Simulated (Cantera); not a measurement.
Input: 1 mol PbO, 1.8 mol CO, 0.21 mol H2, at 0.000990 bar.

Method: chemical equilibrium by Gibbs-energy minimisation in Cantera with the NASA 1993 tables (ideal gas, pure condensed phases). Candidate condensed phases: C, C6H6, C7H8, C8H18, H2O, Pb, PbO, PbO2, Pb3O4; 113 gas species. Equilibrium is a limit: real reactors are often held back by kinetics, nucleation or transport.

### Question
At 1273 K, list the 5 most abundant gas species with their mole fractions, and the condensed phases.

### Answer
Pb 0.332, CO 0.308, CO2 0.290, H2O 0.0425, H2 0.0273. Condensed: gas only.
